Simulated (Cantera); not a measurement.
Input: 1 mol SiH₄, 21 mol H₂, 0.05 mol HF, at 1.00 bar.

These are equilibrium values from Cantera (NASA tables, ideal gas, pure condensed phases), not measurements of a reactor. Candidate condensed phases: Si; 25 gas species. The tables' values for SiF₂, SiF₃ are old estimates; treat these amounts as uncertain. Gases not in the tables: Si₂H₆ and higher silanes. The numbers say what is thermodynamically allowed, not how fast it happens.

x: gas mole fraction; n: condensed amount in mol.

```csv
T (°C),x H₂,x HF,x SiF₄,x SiHF₃,x SiF₂,x H,x SiF₃,n Si(s),n Si(l)
777,0.999,5.91e-6,0.000305,0.000242,5.01e-8,8.11e-9,2.95e-6,0.985,0
852,0.999,1.57e-5,0.000292,0.000247,2.52e-7,4.44e-8,7.35e-6,0.985,0
927,0.999,3.66e-5,0.000277,0.000249,1.03e-6,1.97e-7,1.61e-5,0.985,0
1002,0.999,(withheld),(withheld),0.000244,3.47e-6,(withheld),3.13e-5,0.985,0
1077,0.999,(withheld),(withheld),0.000231,9.95e-6,(withheld),5.45e-5,0.985,0
1152,0.999,0.000254,0.000190,0.000209,2.45e-5,6.82e-6,8.46e-5,0.985,0
1227,0.999,0.000406,0.000145,0.000175,5.22e-5,1.76e-5,0.000115,0.986,0
1302,0.999,0.000599,9.77e-5,0.000134,9.56e-5,4.15e-5,0.000136,0.987,0
1377,0.999,0.000813,5.66e-5,9.07e-5,0.000151,9.08e-5,0.000138,0.988,0
1452,0.998,0.00104,2.82e-5,5.40e-5,0.000199,0.000186,0.000118,0,0.989
```

Q: Fill in the missing entries.

A: 
- 1077, x HF: 0.000146
- 1077, x SiF₄: 0.000228
- 1077, x H: 2.38e-6
- 1002, x HF: 7.65e-5
- 1002, x SiF₄: 0.000256
- 1002, x H: 7.37e-7
